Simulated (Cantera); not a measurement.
Silicon oxide and oxynitride deposition: TEOS + CO₂

Feed: 1 mol TEOS, a varied amount of CO₂, held at 973 K and 0.0100 bar.

These are equilibrium values from Cantera (NASA tables, ideal gas, pure condensed phases), not measurements of a reactor. Candidate condensed phases: C, C₆H₆, C₇H₈, C₈H₁₈, H₂O, Si, SiC, SiO₂; 123 gas species. The feed counts by its element totals alone. Equilibrium is a limit: real reactors are often held back by kinetics, nucleation or transport.

```
n(CO₂) (mol)  log p H₂  log p CO  log p CO₂  log p H₂O  n C(graphite)  n SiO₂(β-quartz)
------------  --------  --------  ---------  ---------  -------------  ----------------
0.13             -2.09     -2.74      -5.47      -5.03           5.88              1.00
0.22             -2.10     -2.71      -5.42      -5.01           5.79              1.00
0.37             -2.11     -2.67      -5.34      -4.98           5.64              1.00
0.63             -2.12     -2.61      -5.22      -4.94           5.38              1.00
1.1              -2.15     -2.53      -5.06      -4.89           4.92              1.00
1.8              -2.19     -2.45      -4.90      -4.85           4.23              1.00
3.1              -2.26     -2.35      -4.70      -4.82           2.96              1.00
5.3              -2.35     -2.26      -4.51      -4.82          0.797              1.00
9                -2.47     -2.26      -3.10      -3.51              0              1.00
```
log p: log10 of the partial pressure in bar; n: condensed amount in mol.

From 0.13 mol CO₂ to 5.3 mol CO₂ the condensed part is C(graphite) + SiO₂(β-quartz). At 9 mol CO₂ the condensed part is SiO₂(β-quartz).
